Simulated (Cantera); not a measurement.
Feed: 1 mol Si3N4, 3 mol H2O, equilibrated at 1.50 mbar.

Equilibrium computed with Cantera from the NASA thermochemical tables; the gas is ideal and each condensed phase is pure. Candidate condensed phases: H2O, Si, SiO2, Si2N2O, Si3N4; 35 gas species. Mutual solubility and eutectic melting of coexisting phases are not modelled. Equilibrium is a limit: real reactors are often held back by kinetics, nucleation or transport.

Question: At 1123 K, list the 3 most abundant gas species with their mole fractions, and the condensed phases.

Answer: H2 0.750, N2 0.250, H2O 1.40e-5. Condensed: SiO2(β-quartz) + Si2N2O(s).
